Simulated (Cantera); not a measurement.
Input (Python, Cantera) and output of one run.

```python
import numpy as np
import cantera as ct

gas_names = """
    H HO2 H2 H2O H2O2 Hg O OH O2 O3
""".split()
cond_names = """
    H2O(s) H2O(L) Hg(cr) Hg(L) HgO(s)
""".split()


def load(file, names, dense=False):
    # The tables refer to 1 bar. Condensed volumes are neglected.
    table = {s.name: s for s in ct.Species.list_from_file(file)}
    out = []
    for n in names:
        d = dict(table[n].input_data)
        d["thermo"] = dict(d["thermo"], **{"reference-pressure": 1e5})
        if dense:
            d["equation-of-state"] = {"model": "constant-volume", "density": "1e6 g/cm^3"}
        out.append(ct.Species.from_dict(d))
    return out


gas = ct.Solution(thermo="ideal-gas", species=load("nasa_gas.yaml", gas_names))
cond = {s.name: ct.Solution(thermo="fixed-stoichiometry", species=[s], name=s.name)
        for s in load("nasa_condensed.yaml", cond_names, dense=True)}
atoms = {
    'Hg': {'Hg': 1},
    'O2': {'O': 2},
    'H2': {'H': 2},
}
top_T = {}  # K; cautious upper limits of use, not melting points


def equilibrate(T, P, feed):
    n = {}
    for name, mol in feed.items():
        for a, k in atoms[name].items():
            n[a] = n.get(a, 0.0) + k * mol
    gas.TPX = T, P, n
    mass = sum(n.values()) * gas.mean_molecular_weight
    gas.equilibrate("TP")
    valid = [c for c in cond.values() if c.min_temp <= T <= top_T.get(c.name, c.max_temp)]
    mix = ct.Mixture([(gas, mass / gas.mean_molecular_weight)] + [(c, 0.0) for c in valid])
    mix.T, mix.P = T, P
    mix.equilibrate("TP", solver="vcs", rtol=1e-11, max_steps=5000)
    return mix


results = []
T = 1575  # K
P = 920  # Pa
for m in [0.1, 0.17, 0.28, 0.46, 0.75, 1.2, 2, 3.3]:
    feed = {'Hg': 1, 'O2': 0.21, 'H2': m}  # mol
    mix = equilibrate(T, P, feed)
    results.append((T, P, feed, dict(zip(mix.species_names, mix.species_moles))))

top = {s: max(r[3][s] / sum(r[3][g] for g in gas_names) for r in results) for s in gas_names}
cols = sorted((s for s in top if top[s] > 1e-06), key=lambda s: -top[s])[:7]
seen = [c for c in cond_names if any(r[3].get(c, 0) > 1e-12 for r in results)]
print("log10 of partial pressures in bar; condensed amounts in mol")
print(f"{'n(H2)':>10s}" + "".join(f"{s[:9]:>10s}" for s in cols + seen))
for T, P, feed, n in results:
    ng = sum(n[g] for g in gas_names)
    print(f"{feed['H2']:10.4g}" + "".join(f"{np.log10(max(n[s] / ng * P / 1e5, 1e-99)):10.3f}" for s in cols)
          + "".join(f"{n.get(c, 0):10.4g}" for c in seen))
```

It prints:

```
log10 of partial pressures in bar; condensed amounts in mol
     n(H2)        Hg        H2       H2O        O2        OH         H         O
       0.1    -2.137    -6.979    -3.138    -2.933    -5.469    -7.871    -6.437
      0.17    -2.149    -6.701    -2.919    -3.052    -5.390    -7.732    -6.496
      0.28    -2.167    -6.367    -2.720    -3.322    -5.358    -7.565    -6.632
      0.46    -2.201    -3.599    -2.577    -8.573    -6.599    -6.181    -9.257
      0.75    -2.279    -2.761    -2.656   -10.406    -7.097    -5.762   -10.174
       1.2    -2.379    -2.487    -2.755   -11.154    -7.333    -5.625   -10.547
         2    -2.513    -2.315    -2.890   -11.767    -7.554    -5.539   -10.854
       3.3    -2.670    -2.210    -3.047   -12.288    -7.762    -5.487   -11.114
```

Cantera equilibrium calculation (NASA polynomials, part measured and part estimated; ideal gas, pure solids and liquids).
